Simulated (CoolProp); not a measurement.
Vapour-liquid equilibrium of CH2F2 (R32) (1) + R152A (2) at 0.963 MPa; x and y are mole fractions of (1).

Values from CoolProp's multi-fluid Helmholtz-energy mixture model, Tillner-Roth 1997 and Outcalt 1996; pair parameters Bell 2016.

| x | bubble temperature (K) | y at the bubble point | dew temperature at overall composition x (K) | liquid density (mol/L) |
|---|---|---|---|---|
| 0.05 | 312.5 | 0.105 | 314.0 | 13.21 |
| 0.15 | 307.2 | 0.285 | 311.2 | 13.81 |
| 0.25 | 302.5 | 0.432 | 308.3 | 14.41 |
| 0.35 | 298.3 | 0.554 | 305.2 | 15.04 |
| 0.45 | 294.5 | 0.656 | 301.9 | 15.69 |
| 0.55 | 291.0 | 0.741 | 298.5 | 16.36 |
| 0.65 | 287.8 | 0.814 | 294.7 | 17.08 |
| 0.75 | 284.9 | 0.876 | 290.6 | 17.83 |
| 0.85 | 282.2 | 0.931 | 286.2 | 18.63 |
| 0.95 | 279.7 | 0.978 | 281.2 | 19.47 |

No azeotrope shows between x = 0.05 and 0.95.

Pair parameters are fitted to limited data, so mixtures are less certain than the pure fluids.
